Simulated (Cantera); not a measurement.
# Dilute partial oxidation

An isothermal, constant-pressure homogeneous reactor starts with 0.436 % CH3OH, 0.397 % O2, 99.2 % N2, equivalence ratio 1.6, at 975 K and 8.39 atm.

Model: GRI-Mech 3.0 (53 species, 325 reactions), integrated in Cantera. GRI-Mech 3.0 was tuned for natural gas; its chemistry of methanol as a main component is partial and can be far from experiment. Below about 1000 K GRI-Mech 3.0 lacks low-temperature oxidation paths.

```json
[
 {"t (s)": "0.000200", "x CH3OH": "0.00436", "x O2": "0.00397", "x NO2": "<1e-12", "x HO2": "5.14e-11", "x CH2": "<1e-12"},
 {"t (s)": "0.000719", "x CH3OH": "0.00436", "x O2": "0.00397", "x NO2": "<1e-12", "x HO2": "2.06e-10", "x CH2": "<1e-12"},
 {"t (s)": "0.00258", "x CH3OH": "0.00436", "x O2": "0.00397", "x NO2": "<1e-12", "x HO2": "7.95e-10", "x CH2": "<1e-12"},
 {"t (s)": "0.00928", "x CH3OH": "0.00436", "x O2": "0.00397", "x NO2": "<1e-12", "x HO2": "2.92e-9", "x CH2": "<1e-12"},
 {"t (s)": "0.0334", "x CH3OH": "0.00436", "x O2": "0.00397", "x NO2": "<1e-12", "x HO2": "1.06e-8", "x CH2": "<1e-12"},
 {"t (s)": "0.120", "x CH3OH": "0.00436", "x O2": "0.00397", "x NO2": "<1e-12", "x HO2": "3.83e-8", "x CH2": "<1e-12"},
 {"t (s)": "0.431", "x CH3OH": "0.00436", "x O2": "0.00397", "x NO2": "<1e-12", "x HO2": "2.16e-7", "x CH2": "<1e-12"},
 {"t (s)": "1.55", "x CH3OH": "4.17e-8", "x O2": "0.000362", "x NO2": "1.56e-12", "x HO2": "6.26e-7", "x CH2": "<1e-12"},
 {"t (s)": "5.57", "x CH3OH": "2.28e-12", "x O2": "1.38e-5", "x NO2": "<1e-12", "x HO2": "2.75e-8", "x CH2": "<1e-12"},
 {"t (s)": "20.0", "x CH3OH": "<1e-12", "x O2": "7.31e-9", "x NO2": "<1e-12", "x HO2": "5.40e-12", "x CH2": "<1e-12"}
]
```
x: mole fraction; the columns are a selection and need not sum to one.

Equilibrium at this temperature and pressure: CH3OH <1e-12, O2 <1e-12, NO2 <1e-12, HO2 <1e-12, CH2 <1e-12 (gas phase only).
